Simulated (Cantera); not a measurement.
Charge: 1 mol C₆H₆, 0.24 mol H₂O, 4.3 mol H₂, equilibrated at 15.0 Pa.

Method: chemical equilibrium by Gibbs-energy minimisation in Cantera with the NASA 1993 tables (ideal gas, pure condensed phases). Candidate condensed phases: C, C₆H₆, C₇H₈, C₈H₁₈, H₂O; 110 gas species. Equilibrium is a limit: real reactors are often held back by kinetics, nucleation or transport. All values below are at 2352 °C.

Base state: H 0.887, H₂ 0.0654, C₃ 0.0211, CO 0.0163, C 0.00570, C₂ 0.00199, C₂H 0.00146, C₂H₂ (acetylene) 0.00117 (mole fractions); condensed: C(graphite).

Q: What changes in the equilibrium state with this change: pressure from 15.0 Pa to 10.0 mbar?

A: 
| species | before | after |
|---|---|---|
| H₂ | 0.0654 | 0.626 |
| H | 0.887 | 0.336 |
| CO | 0.0163 | 0.0256 |
| C₃ | 0.0211 | 0.000316 |
| C₂H₂ (acetylene) | 0.00117 | 0.0112 |
| C₅ | 0.000105 | 1.58e-6 |
| C | 0.00570 | 8.54e-5 |
| C₄ | 2.11e-5 | 3.17e-7 |
| C₂ | 0.00199 | 2.98e-5 |
| C₂H₂ (vinylidene) | 1.36e-6 | 1.30e-5 |
| C(graphite), mol | 4.60 | 5.53 |
